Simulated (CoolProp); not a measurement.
The fluoroketone C6F12O (FK-5-1-12) along the isobar 1.01 bar: density (kg/m³) from the reference equation and from simpler models built on Tc = 168.7 °C, pc = 18.69 bar, ω = 0.471; each cubic takes its own stable root.

Model: reference Helmholtz-energy equation of state, McLinden 2015, in CoolProp.

```tsv
T (°C)	phase	reference
-70.85	liquid	1869
-64.65	liquid	1852
-58.35	liquid	1835
-52.15	liquid	1819
-45.95	liquid	1802
-39.75	liquid	1785
-33.45	liquid	1768
-27.25	liquid	1751
-21.05	liquid	1734
-14.75	liquid	1717
-8.55	liquid	1700
-2.35	liquid	1682
3.85	liquid	1665
```

How far does each simpler model (van der Waals, Redlich-Kwong, Soave-Redlich-Kwong, Peng-Robinson) lie from the reference over these 13 states: mean and median of the absolute difference, and the worst?


- van der Waals: mean 68.4 %, median 42.3 %, worst -99.1 % at 3.85 °C and 1.01 bar
- Redlich-Kwong: mean 14.0 %, median 14.0 %, worst -14.3 % at 3.85 °C and 1.01 bar
- Soave-Redlich-Kwong: mean 9.6 %, median 9.5 %, worst -10.9 % at -70.85 °C and 1.01 bar
- Peng-Robinson: mean 1.7 %, median 1.8 %, worst +2.9 % at 3.85 °C and 1.01 bar

At some of these states van der Waals gives the other phase, because its saturation line lies elsewhere.
